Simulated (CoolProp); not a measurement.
Octamethyltrisiloxane (MDM) along the isotherm 575 K: Z from the reference equation and from simpler models built on Tc = 565.4 K, pc = 1.438 MPa, ω = 0.528; each cubic takes its own stable root.

Computed with CoolProp (reference Helmholtz-energy equation of state, Thol 2017).

```tsv
p (MPa)	phase	reference
0.898	gas	0.7617
1.8	supercritical	0.2508
2.7	supercritical	0.3010
3.59	supercritical	0.3737
4.49	supercritical	0.4479
5.39	supercritical	0.5211
6.29	supercritical	0.5934
7.19	supercritical	0.6646
```

How far does each simpler model (van der Waals, Redlich-Kwong, Soave-Redlich-Kwong) lie from the reference over these 8 states: mean and median of the absolute difference, and the worst?


- van der Waals: mean 31.2 %, median 35.6 %, worst +37.1 % at 575 K and 2.7 MPa
- Redlich-Kwong: mean 9.0 %, median 9.0 %, worst +14.9 % at 575 K and 1.8 MPa
- Soave-Redlich-Kwong: mean 11.1 %, median 10.2 %, worst +23.1 % at 575 K and 1.8 MPa
